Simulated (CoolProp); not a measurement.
Aqueous ethylene glycol as a coolant, 57 % by mass, freezing at -46.3 °C, 1 atm.

Model: Melinder's fits for secondary coolants, in CoolProp.

```
T (°C)  conductivity (W/(m K))  Prandtl number  viscosity (mPa s)  cp (kJ/(kg K))
------  ----------------------  --------------  -----------------  --------------
-32.8                    0.339             602               72.5           2.819
-24.2                    0.344             327               39.0           2.878
-15.6                    0.348             191               22.6           2.936
-7                       0.352             119               14.0           2.993
1.6                      0.356            78.7               9.20           3.049
10.2                     0.361            54.9               6.39           3.104
18.9                     0.365            40.1               4.64           3.157
27.5                     0.370            30.6               3.53           3.208
36.1                     0.374            24.2               2.78           3.257
```
